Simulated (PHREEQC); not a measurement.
PHREEQC input (Pitzer model, pitzer.dat):

```
SOLUTION 1
  temp 90
  units mol/kgw
  pH 7 charge
  S(6) 0.3324
  K 0.0048
  Na 0.66
END
USE solution 1
INCREMENTAL_REACTIONS false
REACTION 1
  H2O -1
  0 9.886 18.011 24.689 30.178 34.689 38.397 41.444
  43.949 46.007 47.699 49.089 50.232 51.172 51.944 52.578
  53.1 53.528 53.88 54.17 54.408 54.603 54.764 54.896
  55.005 55.094 55.168 55.228 moles
EQUILIBRIUM_PHASES 1
  Arcanite 0 0
  Glaserite 0 0
  Mirabilite 0 0
  Misenite 0 0
  Thenardite 0 0
SELECTED_OUTPUT 1
  -reset false
  -pH true
  -pe true
  -ionic_strength true
  -water true
  -activities H2O
  -totals K Na S
  -molalities H+ Na+ K+ SO4-2 OH- HSO4-
  -equilibrium_phases Arcanite Glaserite Mirabilite Misenite Thenardite
PRINT
  -reset false
END
```

Selected output (columns that matter, 18 of 28 rows; water left (kg) added in front):

```
water left (kg)	pH	mu	K	Na	S	m_H+	m_Na+	m_K+	m_SO4-2	m_OH-	la_H2O	Thenardite
1	6.8778	0.9972	0.0048	0.66	0.3324	3.2703e-07	0.66	0.0048	0.3324	5.0762e-06	-0.0055444	0
0.675514	6.9104	1.4762	0.0071057	0.97703	0.49207	3.3539e-07	0.97703	0.0071057	0.49206	5.6055e-06	-0.0079696	0
0.555203	6.9268	1.7961	0.0086455	1.1888	0.5987	3.3765e-07	1.1888	0.0086455	0.59869	5.8607e-06	-0.0095598	0
0.375043	6.9606	2.6589	0.012799	1.7598	0.8863	3.3305e-07	1.7598	0.012799	0.88629	6.3359e-06	-0.013807	0
0.30824	6.9782	3.2351	0.015572	2.1412	1.0784	3.234e-07	2.1412	0.015572	1.0784	6.551e-06	-0.016646	0
0.208215	7.0137	4.7893	0.023053	3.1698	1.5964	2.8249e-07	3.1698	0.023053	1.5964	6.9363e-06	-0.024394	0
0.140655	7.0414	7.0897	0.034126	4.6923	2.3632	2.0944e-07	4.6923	0.034126	2.3632	7.3072e-06	-0.035922	0
0.115613	7.0443	8.6253	0.041518	5.7087	2.8751	1.6417e-07	5.7087	0.041518	2.8751	7.5375e-06	-0.043296	0
0.0780853	7.0441	9.0569	0.061471	5.9765	3.019	1.5084e-07	5.9765	0.061471	3.019	7.6254e-06	-0.045218	0.096663
0.064177	7.0448	9.0882	0.074793	5.984	3.0294	1.4876e-07	5.984	0.074793	3.0294	7.6445e-06	-0.045322	0.13798
0.0433505	7.0468	9.173	0.11073	6.0046	3.0577	1.4325e-07	6.0046	0.11073	3.0577	7.6969e-06	-0.045601	0.19985
0.0356396	7.048	9.2299	0.13468	6.0186	3.0766	1.3963e-07	6.0186	0.13468	3.0766	7.7325e-06	-0.045786	0.22275
0.0240734	7.0515	9.3848	0.19939	6.0571	3.1283	1.3014e-07	6.0571	0.19939	3.1283	7.8315e-06	-0.046286	0.25709
0.0162724	7.0564	9.6173	0.29498	6.1166	3.2058	1.1683e-07	6.1166	0.29498	3.2058	7.9859e-06	-0.047017	0.28023
0.0133719	7.0596	9.7758	0.35896	6.1582	3.2586	1.0841e-07	6.1582	0.35896	3.2586	8.095e-06	-0.047503	0.28883
0.00903001	7.0678	10.215	0.53156	6.2787	3.4051	8.7586e-08	6.2787	0.53156	3.4051	8.4145e-06	-0.048793	0.30165
0.00742659	7.0728	10.519	0.64633	6.3666	3.5065	7.5268e-08	6.3666	0.64633	3.5064	8.6497e-06	-0.049634	0.30636
0.00501244	7.084	11.405	0.95762	6.6458	3.8017	4.7683e-08	6.6458	0.95762	3.8017	9.4009e-06	-0.051815	0.31334
```

Complexes and solids missing from the database can't appear. At this temperature some constants are extrapolated from 25 °C, and those without enthalpy data are left unchanged.
